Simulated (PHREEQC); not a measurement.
## Alkaline etch or developer

Dissolve 0.0082 mol/kgw LiOH and 0.041 mol/kgw (CH3)4NCl at 70 °C. Closed to the air; pH follows from the charge balance.

Equilibrium calculation in PHREEQC: ion-association model, phreeqc.dat.

No solid was allowed to form.

**Question.** Predict the pH.

**Answer.** pH 10.61.

(CH3)4N+ isn't in the database: it is added as a free cation with an ion size of 4 Å. Away from 25 °C the constants follow the database's enthalpies or fits; those with neither stay at their 25 °C values.
